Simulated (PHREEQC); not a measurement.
A solution holds 89 mmol/kgw NiCl2, 10 mmol/kgw NaCl and 11 mmol/kgw MnSO4, at 20 °C. Closed to the air; pH follows from the charge balance.

The numbers come from PHREEQC with the ion-association model, wateq4f.dat.

The ionic strength comes out as 0.269 mol/kgw. What activity coefficients do Mn+2, Na+, SO4-2, Cl-, Ni(SO4)2-2 get?

Mn+2 0.30, Na+ 0.73, SO4-2 0.26, Cl- 0.69, Ni(SO4)2-2 0.30.

Precipitation was switched off in this run.
